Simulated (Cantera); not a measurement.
Feed: 1 mol FeCl₃, 0.44 mol O₂, 37 mol H₂, equilibrated at 1600 K and 1.00 Torr.

These are equilibrium values from Cantera (NASA tables, ideal gas, pure condensed phases), not measurements of a reactor. Equilibrium is a limit: real reactors are often held back by kinetics, nucleation or transport.

```tsv
species	before	after
H₂	0.902	0.897
HCl	0.0685	0.0681
H₂O	0.0228	0.0227
Fe	0.000822	0.00439
H	0.00141	0.00326
FeCl₂	0.00461	0.00458
Cl	8.49e-5	0.000196
Fe(γ), mol	0.790	0.652
```
Gas species are given as mole fractions.

What was changed between the two runs?
A) pressure from 1.00 Torr to 100 Torr
B) pressure from 1.00 Torr to 10.0 Torr
C) pressure from 1.00 Torr to 0.188 Torr
D) temperature from 1600 K to 2223 K

C, pressure from 1.00 Torr to 0.188 Torr
